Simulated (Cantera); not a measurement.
Input: 1 mol C2H6, 3.8 mol CO2, 0.87 mol N2, equilibrated at 0.00510 bar.

Method: chemical equilibrium by Gibbs-energy minimisation in Cantera with the NASA 1993 tables (ideal gas, pure condensed phases). Candidate condensed phases: C, C6H6, C7H8, C8H18, H2O; 136 gas species. Kinetics and transport are ignored.

x: gas mole fraction; n: condensed amount in mol.

| T (°C) | x CO | x CO2 | x H2 | x N2 | x H2O | x CH4 | x NH3 | n C(graphite) |
|---|---|---|---|---|---|---|---|---|
| 402 | 0.0813 | 0.408 | 0.274 | 0.116 | 0.115 | 0.00558 | 3.26e-6 | 2.08 |
| 427 | 0.135 | 0.375 | 0.290 | 0.111 | 0.0855 | 0.00365 | 2.49e-6 | 1.78 |
| 452 | 0.210 | 0.324 | 0.297 | 0.105 | 0.0611 | 0.00231 | 1.84e-6 | 1.37 |
| 477 | 0.302 | 0.260 | 0.296 | 0.0988 | 0.0416 | 0.00143 | 1.32e-6 | 0.839 |
| 502 | ? | ? | 0.289 | 0.0922 | 0.0268 | ? | ? | ? |
| 527 | 0.438 | 0.162 | 0.285 | 0.0900 | 0.0249 | 0.000333 | 6.96e-7 | 0 |
| 552 | 0.442 | 0.158 | 0.282 | 0.0900 | 0.0282 | 0.000104 | 5.36e-7 | 0 |
| 577 | 0.445 | 0.155 | 0.279 | 0.0900 | ? | ? | ? | 0 |
| 602 | 0.449 | 0.151 | 0.275 | 0.0900 | 0.0351 | 1.23e-5 | 3.29e-7 | 0 |
| 627 | 0.452 | 0.148 | 0.272 | 0.0900 | 0.0386 | 4.63e-6 | 2.62e-7 | 0 |
| 652 | 0.456 | 0.144 | 0.268 | 0.0900 | 0.0420 | 1.84e-6 | 2.11e-7 | 0 |
| 677 | 0.459 | 0.141 | 0.265 | 0.0900 | 0.0454 | 7.66e-7 | 1.72e-7 | 0 |

Problem. Fill in the missing entries.

Solution. 
- 577, x H2O: 0.0317
- 577, x CH4: 3.47e-5
- 577, x NH3: 4.17e-7
- 502, x CO: 0.402
- 502, x CO2: 0.188
- 502, x CH4: 0.000874
- 502, x NH3: 9.35e-7
- 502, n C(graphite): 0.220
